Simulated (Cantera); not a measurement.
Input (Python, Cantera):

```python
import numpy as np
import cantera as ct

gas = ct.Solution("gri30.yaml")
gas.TPX = 1798, 29000, {'CH4': 1, 'CO2': 3.6}
reactor = ct.IdealGasConstPressureReactor(gas, energy="off", clone=False)
net = ct.ReactorNet([reactor])
net.rtol, net.atol = 1e-08, 1e-18
show = ['CH4', 'CO2', 'CH2CO', 'HCO', 'O']
times = np.geomspace(0.0005, 3, 10)

steps = ct.SolutionArray(gas, extra=["t"])
rows = []
print(f"{'t/s':>10s}{'T/K':>9s}{'P/Pa':>11s}" + "".join(f"{s:>11s}" for s in show))
for t in times:
    while net.time < t:
        t_next = net.step()
        steps.append(gas.state, t=t_next)
    rows.append([np.interp(t, steps.t, y) for y in (steps.T, steps.P, *steps(*show).X.T)])
    print(f"{t:10.3e}{rows[-1][0]:9.1f}{rows[-1][1]:11.4g}" + "".join(f"{x:11.3e}" for x in rows[-1][2:]))
rate = np.gradient(steps.T, steps.t)
print("integrator steps:", len(steps.t))
if steps.T.max() > steps.T[0] + 200:
    print(f"time of steepest temperature rise: {steps.t[rate.argmax()]:.4e} s")
gas.TPX = 1798, 29000, {'CH4': 1, 'CO2': 3.6}
gas.equilibrate("TP")
print(f"equilibrium (TP): T = {gas.T:.1f} K  " + "  ".join(f"{s} {gas[s].X[0]:.3e}" for s in show))
```

It prints:

```
       t/s      T/K       P/Pa        CH4        CO2      CH2CO        HCO          O
 5.000e-04   1798.0    2.9e+04  2.046e-01  7.770e-01  4.259e-08  2.115e-07  7.118e-10
 1.315e-03   1798.0    2.9e+04  1.650e-01  7.482e-01  2.697e-06  4.595e-07  2.083e-09
 3.456e-03   1798.0    2.9e+04  1.075e-01  6.743e-01  2.709e-05  2.967e-07  2.384e-09
 9.086e-03   1798.0    2.9e+04  5.222e-02  5.525e-01  7.981e-05  1.775e-07  3.259e-09
 2.389e-02   1798.0    2.9e+04  1.377e-02  4.078e-01  1.682e-04  1.196e-07  6.163e-09
 6.280e-02   1798.0    2.9e+04  5.177e-03  3.165e-01  1.195e-04  7.479e-08  1.227e-08
 1.651e-01   1798.0    2.9e+04  3.492e-03  2.489e-01  3.504e-05  3.628e-08  1.675e-08
 4.340e-01   1798.0    2.9e+04  9.635e-04  2.126e-01  3.568e-06  1.952e-08  2.394e-08
 1.141e+00   1798.0    2.9e+04  2.273e-06  2.071e-01  5.297e-09  1.851e-08  3.389e-08
 3.000e+00   1798.0    2.9e+04  6.991e-11  2.070e-01  4.094e-14  1.892e-08  3.549e-08
integrator steps: 2113
equilibrium (TP): T = 1798.0 K  CH4 7.539e-11  CO2 2.070e-01  CH2CO 4.388e-14  HCO 1.892e-08  O 3.549e-08
```

Computed with Cantera and GRI-Mech 3.0 (53 species, 325 reactions).
